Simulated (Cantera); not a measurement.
A perfectly stirred reactor is fed with CH4 : O2 : N2 : H2O = 1 : 2.27 : 8.55 : 1.9 (molar parts), at 7500 Torr; it is adiabatic with a 700 K inlet, and is followed from long to short residence time, starting on the burning branch (τ in s: 0.082, 0.033, 0.013, 0.0055, 0.0022, 0.0009, 0.00037, 0.00015, 6e-05).

Cantera simulation using GRI-Mech 3.0 (53 species, 325 reactions); the numbers are that mechanism's predictions, not measurements.

Question: What does this change do: O2 2.27 to 3.1 parts?

Answer: 
| quantity | before | after |
|---|---|---|
| blow-out, bracketed by the residence times tried | burning at 60.0 µs, the shortest tried | burning at 60.0 µs, the shortest tried |
| x(CH4) at τ = 82.0 ms | 9.67e-7 | 7.98e-7 |
| x(O2) at τ = 82.0 ms | 0.0192 | 0.0746 |
| x(H2O) at τ = 82.0 ms | 0.282 | 0.266 |
| x(CH2) at τ = 82.0 ms | 1.57e-8 | 6.21e-9 |
| x(HO2) at τ = 82.0 ms | 2.62e-6 | 5.52e-6 |
| x(CH4) at τ = 2.20 ms | 2.76e-5 | 2.55e-5 |
| x(O2) at τ = 2.20 ms | 0.0204 | 0.0753 |
| x(H2O) at τ = 2.20 ms | 0.281 | 0.266 |
| x(CH2) at τ = 2.20 ms | 5.28e-7 | 2.23e-7 |
| x(HO2) at τ = 2.20 ms | 4.10e-6 | 7.05e-6 |
